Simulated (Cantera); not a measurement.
A closed system holds: 1 mol Si₃N₄, 0.45 mol Si, 1.3 mol N₂, at 2973.15 K and 2030 Torr.

Cantera equilibrium calculation (NASA polynomials, part measured and part estimated; ideal gas, pure solids and liquids). Candidate condensed phases: Si, Si₃N₄; 7 gas species. The tables' values for SiN are old estimates; treat these amounts as uncertain. Equilibrium is a limit: real reactors are often held back by kinetics, nucleation or transport.

Base state: N₂ 0.959, Si 0.0342, SiN 0.00306, Si₂N 0.00205, Si₂ 0.00162, Si₃ 0.000239 (mole fractions); condensed: Si(l).

Task: What changes in the equilibrium state with this change: temperature from 2973.15 K to 1573.15 K?

Result: 
```tsv
species	before	after
N₂	0.959	1.00
Si	0.0342	<1e-9
SiN	0.00306	<1e-9
Si₂N	0.00205	<1e-9
Si₂	0.00162	<1e-9
Si₃	0.000239	<1e-9
Si(l), mol	3.29	0
Si₃N₄(s), mol	0	1.15
```

Task: What changes in the equilibrium state with this change: temperature from 2973.15 K to 2050 K?

Result: 
```
species          before    after
-------------  --------  -------
N₂                0.959    1.000
Si               0.0342  6.79e-6
SiN             0.00306  2.58e-6
Si₃            0.000239    <1e-9
Si₂             0.00162  1.88e-8
Si₂N            0.00205  7.68e-7
Si(l), mol         3.29        0
Si₃N₄(s), mol         0     1.15
```
